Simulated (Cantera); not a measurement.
What does this Cantera script print?

```python
import numpy as np
import cantera as ct

gas_names = """
    CL CLO CL2 H HCL HOCL HO2 H2 H2O H2O2 O OH O2 O3 Sr SrCL SrCL2 SrO SrOH SrO2H2
""".split()
cond_names = """
    H2O(s) H2O(L) Sr(a) Sr(b) Sr(L) SrCL2(a) SrCL2(b) SrCL2(L) SrO(s) SrO(L) SrO2H2(s) SrO2H2(L)
""".split()


# ... load() reads the species with a 1 bar reference pressure and builds the phases ...
atoms = {
    'SrCl2': {'Sr': 1, 'CL': 2},
    'O2': {'O': 2},
    'H2': {'H': 2},
}
top_T = {}  # K; cautious upper limits of use, not melting points


# ... equilibrate(T, P, feed) seeds the gas with the atoms and calls Mixture.equilibrate('TP', solver="vcs", rtol=1e-11, max_steps=5000) ...
results = []
feed = {'SrCl2': 1, 'O2': 0.5, 'H2': 0.81}  # mol
P = 1000  # Pa
for T in [1023, 1123, 1223, 1323, 1423, 1523, 1623, 1723, 1823, 1923, 2023, 2123, 2223]:
    mix = equilibrate(T, P, feed)
    results.append((T, P, feed, dict(zip(mix.species_names, mix.species_moles))))
    x = sorted(zip(gas.X, gas.species_names), reverse=True)
    print(f"T = {T:g} K  P = {P:g} Pa  gas = {mix.phase_moles(0):.4g} mol")
    print("   x: " + "  ".join(f"{s} {v:.3e}" for v, s in x if v > 0.0001))
    print("   condensed (mol): " + ("  ".join(f"{mix.phase(i).name} {mix.phase_moles(i):.4g}"
          for i in range(1, mix.n_phases) if mix.phase_moles(i) > 1e-12) or "none"))
```

Result:

```
T = 1023 K  P = 1000 Pa  gas = 0.9052 mol
   x: H2O 8.946e-01  O2 1.049e-01  HCL 4.362e-04
   condensed (mol): SrCL2(b) 0.9998  SrO(s) 0.0001975
T = 1123 K  P = 1000 Pa  gas = 0.9059 mol
   x: H2O 8.933e-01  O2 1.049e-01  HCL 1.853e-03
   condensed (mol): SrCL2(b) 0.9991  SrO(s) 0.0008407
T = 1223 K  P = 1000 Pa  gas = 0.9078 mol
   x: H2O 8.893e-01  O2 1.046e-01  HCL 5.785e-03  SrCL2 2.160e-04
   condensed (mol): SrCL2(L) 0.9972  SrO(s) 0.002635
T = 1323 K  P = 1000 Pa  gas = 0.9136 mol
   x: H2O 8.791e-01  O2 1.039e-01  HCL 1.477e-02  SrCL2 1.970e-03  OH 1.073e-04  CL 1.045e-04
   condensed (mol): SrCL2(L) 0.9914  SrO(s) 0.006796
T = 1423 K  P = 1000 Pa  gas = 0.9324 mol
   x: H2O 8.523e-01  O2 1.017e-01  HCL 3.245e-02  SrCL2 1.279e-02  CL 4.272e-04  OH 2.972e-04
   condensed (mol): SrCL2(L) 0.9727  SrO(s) 0.01533
T = 1523 K  P = 1000 Pa  gas = 1.001 mol
   x: H2O 7.783e-01  O2 9.445e-02  SrCL2 6.324e-02  HCL 6.185e-02  CL 1.424e-03  OH 6.884e-04
   condensed (mol): SrCL2(L) 0.9051  SrO(s) 0.03165
T = 1623 K  P = 1000 Pa  gas = 1.298 mol
   x: H2O 5.747e-01  SrCL2 2.511e-01  HCL 9.680e-02  O2 7.197e-02  CL 3.869e-03  OH 1.221e-03  H2 1.856e-04
   condensed (mol): SrCL2(L) 0.6086  SrO(s) 0.06534
T = 1723 K  P = 1000 Pa  gas = 1.91 mol
   x: SrCL2 4.707e-01  H2O 3.732e-01  HCL 9.912e-02  O2 4.778e-02  CL 6.715e-03  OH 1.789e-03  H2 4.348e-04  O 1.243e-04
   condensed (mol): SrO(s) 0.101
T = 1823 K  P = 1000 Pa  gas = 1.913 mol
   x: SrCL2 4.716e-01  H2O 3.739e-01  HCL 9.333e-02  O2 4.701e-02  CL 9.105e-03  OH 3.328e-03  H2 1.148e-03  O 3.271e-04  H 1.468e-04
   condensed (mol): SrO(s) 0.09781
T = 1923 K  P = 1000 Pa  gas = 1.918 mol
   x: SrCL2 4.711e-01  H2O 3.721e-01  HCL 8.840e-02  O2 4.623e-02  CL 1.200e-02  OH 5.779e-03  H2 2.727e-03  O 7.781e-04  H 4.919e-04  SrCL 1.650e-04  SrO2H2 1.359e-04
   condensed (mol): SrO(s) 0.09584
T = 2023 K  P = 1000 Pa  gas = 1.927 mol
   x: SrCL2 4.689e-01  H2O 3.667e-01  HCL 8.390e-02  O2 4.566e-02  CL 1.543e-02  OH 9.460e-03  H2 5.879e-03  O 1.703e-03  H 1.456e-03  SrCL 5.529e-04  SrO2H2 2.702e-04
   condensed (mol): SrO(s) 0.09456
T = 2123 K  P = 1000 Pa  gas = 1.945 mol
   x: SrCL2 4.640e-01  H2O 3.555e-01  HCL 7.934e-02  O2 4.574e-02  CL 1.947e-02  OH 1.470e-02  H2 1.152e-02  H 3.850e-03  O 3.484e-03  SrCL 1.637e-03  SrO2H2 4.928e-04  SrOH 1.555e-04
   condensed (mol): SrO(s) 0.09302
T = 2223 K  P = 1000 Pa  gas = 1.976 mol
   x: SrCL2 4.547e-01  H2O 3.359e-01  HCL 7.417e-02  O2 4.694e-02  CL 2.415e-02  OH 2.176e-02  H2 2.039e-02  H 9.147e-03  O 6.771e-03  SrCL 4.331e-03  SrO2H2 8.243e-04  SrOH 5.085e-04  SrO 3.589e-04  Sr 1.086e-04
   condensed (mol): SrO(s) 0.08933
```

Equilibrium computed with Cantera from the NASA thermochemical tables; the gas is ideal and each condensed phase is pure. Mutual solubility and eutectic melting of coexisting phases are not modelled. Condensed phases not in the tables: oxide chlorides, the peroxide.
